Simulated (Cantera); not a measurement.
A closed system holds: 1 mol c-C4F8, 0.67 mol CH4, 4.6 mol H2, equilibrated at 0.133 bar.

These are equilibrium values from Cantera (NASA tables, ideal gas, pure condensed phases), not measurements of a reactor. Candidate condensed phases: C, C6H6, C7H8, C8H18; 95 gas species. The feed counts by its element totals alone. Equilibrium is a limit: real reactors are often held back by kinetics, nucleation or transport.

Question: At 2898 K, list the 5 most abundant gas species with their mole fractions, and the condensed phases.

Answer: HF 0.754, H2 0.124, H 0.110, C2H2 (acetylene) 0.00569, F 0.00342. Condensed: C(graphite).
